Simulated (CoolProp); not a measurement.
Vapour-liquid equilibrium of R22 (1) + R11 (2) at 0.248 bar; x and y are mole fractions of (1).

Model: multi-fluid Helmholtz-energy mixture model, Kamei 1995 and Jacobsen 1992; pair parameters Bell 2016, in CoolProp.

```
x     bubble temperature (K)  y at the bubble point  dew temperature at overall composition x (K)  liquid density (mol/L)
----  ----------------------  ---------------------  --------------------------------------------  ----------------------
0.05                   244.6                  0.615                                         261.4                   11.79
0.15                   229.0                  0.862                                         259.1                   12.40
0.25                   222.0                  0.921                                         256.7                   12.90
0.35                   217.9                  0.946                                         253.9                   13.38
0.45                   215.2                  0.960                                         250.8                   13.87
0.55                   213.2                  0.970                                         247.3                   14.38
0.65                   211.5                  0.977                                         243.0                   14.92
0.75                   209.9                  0.984                                         237.6                   15.50
0.85                   208.4                  0.990                                         230.1                   16.12
0.95                   207.0                  0.997                                         217.2                   16.79
```

No azeotrope shows between x = 0.05 and 0.95.

Pair parameters are fitted to limited data, so mixtures are less certain than the pure fluids.
